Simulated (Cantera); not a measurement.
Input: 1 mol PH3, 0.063 mol O2, 1.6 mol H2, equilibrated at 3048.15 K and 220 bar.

Cantera equilibrium calculation (NASA polynomials, part measured and part estimated; ideal gas, pure solids and liquids). Candidate condensed phases: H2O, P, P4O10; 17 gas species. The ideal-gas law is rough above about 30 bar. Gases not in the tables: HPO2, HPO3 and P4O6. The numbers say what is thermodynamically allowed, not how fast it happens.

Base state: H2 0.817, P2 0.127, H2O 0.0256, H 0.0111, PO 0.00858, PH 0.00583, PH3 0.00253, P 0.00176 (mole fractions); condensed: gas only.

### Question
What changes in the equilibrium state with this change: temperature from 3048.15 K to 2575 K?

### Answer
```
species    before     after
-------  --------  --------
H2          0.817     0.825
P2          0.127     0.128
H2O        0.0256    0.0314
H          0.0111   0.00212
OH       0.000120   1.82e-5
P         0.00176  0.000285
P4       0.000647   0.00303
PH        0.00583   0.00177
```

### Question
What changes in the equilibrium state with this change: temperature from 3048.15 K to 3125 K?

### Answer
| species | before | after |
|---|---|---|
| H2 | 0.817 | 0.814 |
| P2 | 0.127 | 0.126 |
| H2O | 0.0256 | 0.0246 |
| H | 0.0111 | 0.0139 |
| P | 0.00176 | 0.00223 |
| OH | 0.000120 | 0.000153 |
| P4 | 0.000647 | 0.000518 |
